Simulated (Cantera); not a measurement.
A perfectly stirred reactor is fed with CO : O2 : H2O : N2 = 0.0041 : 0.064 : 0.00018 : 1 (molar parts), equivalence ratio 0.032, at 13000 Pa; it is held at 1450 K, and followed from long to short residence time.

Cantera simulation using GRI-Mech 3.0 (53 species, 325 reactions); the numbers are that mechanism's predictions, not measurements.

### Question
What does this change do: 0.0043 parts H2 added?

### Answer
```
quantity                 before     after
---------------------  --------  --------
x(CO) at τ = 2.50 s    0.000136   4.23e-5
x(O2) at τ = 2.50 s      0.0580    0.0559
x(H2O) at τ = 2.50 s   0.000150   0.00412
x(NO2) at τ = 2.50 s    4.58e-9   1.62e-9
x(OH) at τ = 2.50 s     3.32e-5  0.000130
x(CO) at τ = 18.0 ms    0.00289  0.000961
x(O2) at τ = 18.0 ms     0.0590    0.0552
x(H2O) at τ = 18.0 ms  0.000137   0.00359
x(NO2) at τ = 18.0 ms  4.36e-11  1.29e-10
x(OH) at τ = 18.0 ms    4.73e-5  0.000506
```
